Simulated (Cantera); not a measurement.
Charge: 1 mol PbS, 660 mol H2, at 0.330 bar.

Cantera equilibrium calculation (NASA polynomials, part measured and part estimated; ideal gas, pure solids and liquids). Candidate condensed phases: Pb, PbS, S; 10 gas species. Rates play no part.

**Question.** Which condensed phases are stable at each of these points (T (°C)): 577, 677, 777, 877, 977, 1077, 1177, 1277, 1377, 1477, 1577, 1677, 1777, 1877?

**Answer.** 
```json
[
 {"T (°C)": "577", "condensed phases": "Pb(l)", "Pb condensed (%)": "99.9"},
 {"T (°C)": "677", "condensed phases": "Pb(l)", "Pb condensed (%)": "98.4"},
 {"T (°C)": "777", "condensed phases": "Pb(l)", "Pb condensed (%)": "87.3"},
 {"T (°C)": "877", "condensed phases": "Pb(l)", "Pb condensed (%)": "29.0"},
 {"T (°C)": "977", "condensed phases": "gas only", "Pb condensed (%)": "0.0"},
 {"T (°C)": "1077", "condensed phases": "gas only", "Pb condensed (%)": "0.0"},
 {"T (°C)": "1177", "condensed phases": "gas only", "Pb condensed (%)": "0.0"},
 {"T (°C)": "1277", "condensed phases": "gas only", "Pb condensed (%)": "0.0"},
 {"T (°C)": "1377", "condensed phases": "gas only", "Pb condensed (%)": "0.0"},
 {"T (°C)": "1477", "condensed phases": "gas only", "Pb condensed (%)": "0.0"},
 {"T (°C)": "1577", "condensed phases": "gas only", "Pb condensed (%)": "0.0"},
 {"T (°C)": "1677", "condensed phases": "gas only", "Pb condensed (%)": "0.0"},
 {"T (°C)": "1777", "condensed phases": "gas only", "Pb condensed (%)": "0.0"},
 {"T (°C)": "1877", "condensed phases": "gas only", "Pb condensed (%)": "0.0"}
]
```

From 577 °C to 877 °C the condensed part is Pb(l). From 977 °C to 1877 °C nothing is condensed.
